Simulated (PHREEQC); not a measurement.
A solution holds 0.00016 mol/kgw PbCl2, 4e-05 mol/kgw AgNO3, 0.0049 mol/kgw LiF and 0.22 mol/kgw NaHSO4, at 25 °C. Closed to the air; pH follows from the charge balance.

The numbers come from PHREEQC with the ion-association model, wateq4f.dat.

Precipitation was switched off in this run.

Predict the pH, activity of water, ionic strength.

pH 1.21; activity of water 0.991; ionic strength 0.354 mol/kgw.

In which forms is S present?

HSO4- 62 %, SO4-2 30 %, NaSO4- 7.4 % of the S.

Saturation is exceeded, for instance for Cerargyrite, Anglesite; the values hold only as long as no solid forms. Species that the database lacks are ignored.
